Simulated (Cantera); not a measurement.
Ignition delay

Mixture: CH₄ : O₂ : N₂ = 1 : 3.17 : 11.9 (molar parts), at 0.987 atm, adiabatic and at constant pressure. Ignition delay is the time to a rise of 400 K.

Detailed kinetics in Cantera: GRI-Mech 3.0 (53 species, 325 reactions).

```tsv
T0 (K)	delay (ms)
1000	875
1100	163
1200	35.9
1300	9.25
1400	2.79
1500	0.996
1600	0.420
1700	0.203
1800	0.109
1900	0.0631
```

```yaml
apparent activation energy between 1700 and 1900 K: 160 kJ/mol
```
